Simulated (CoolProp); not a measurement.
Saturation properties of n-perfluorohexane.

Model: reference Helmholtz-energy equation of state, Gao 2022, in CoolProp.

| T (K) | p (MPa) | liquid density (kg/m³) | vapour density (kg/m³) | enthalpy of vaporisation (kJ/kg) | liquid cp (kJ/(kg K)) |
|---|---|---|---|---|---|
| 309.2 | 0.04668 | 1643 | 6.362 | 90.24 | 1.064 |
| 315.3 | 0.05921 | 1625 | 7.969 | 88.62 | 1.074 |
| 321.5 | 0.07452 | 1606 | 9.917 | 86.93 | 1.084 |
| 327.7 | 0.09279 | 1587 | 12.23 | 85.21 | 1.094 |
| 333.8 | 0.1140 | 1567 | 14.90 | 83.46 | 1.104 |
| 340 | 0.1392 | 1547 | 18.08 | 81.64 | 1.114 |
| 346.1 | 0.1681 | 1526 | 21.72 | 79.80 | 1.125 |
| 352.3 | 0.2019 | 1505 | 26.00 | 77.85 | 1.136 |
| 358.5 | 0.2408 | 1482 | 30.96 | 75.84 | 1.147 |
| 364.6 | 0.2843 | 1460 | 36.59 | 73.77 | 1.159 |

It boils at 330.3 K under 1 atm.
